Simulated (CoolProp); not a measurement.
Water along the isobar 22600 kPa: fugacity coefficient from the reference equation and from simpler models built on Tc = 647.1 K, pc = 22060 kPa, ω = 0.344; each cubic takes its own stable root.

Computed with CoolProp (reference Helmholtz-energy equation of state, Wagner 2002).

```tsv
T (K)	phase	reference
282.3	liquid	6.094e-5
301.1	liquid	0.0001960
319.8	liquid	0.0005369
338.6	liquid	0.001301
357.4	liquid	0.002831
376.2	liquid	0.005627
394.9	liquid	0.01032
413.7	liquid	0.01778
432.5	liquid	0.02894
451.3	liquid	0.04480
470	liquid	0.06626
488.8	liquid	0.09452
```

How far does each simpler model (van der Waals, Redlich-Kwong, Soave-Redlich-Kwong, Peng-Robinson) lie from the reference over these 12 states: mean and median of the absolute difference, and the worst?


- van der Waals: mean 4158.3 %, median 1179.3 %, worst +22824.2 % at 282.3 K and 22600 kPa
- Redlich-Kwong: mean 213.6 %, median 183.2 %, worst +454.2 % at 282.3 K and 22600 kPa
- Soave-Redlich-Kwong: mean 9.2 %, median 6.7 %, worst -26.7 % at 282.3 K and 22600 kPa
- Peng-Robinson: mean 5.5 %, median 4.0 %, worst -16.1 % at 282.3 K and 22600 kPa
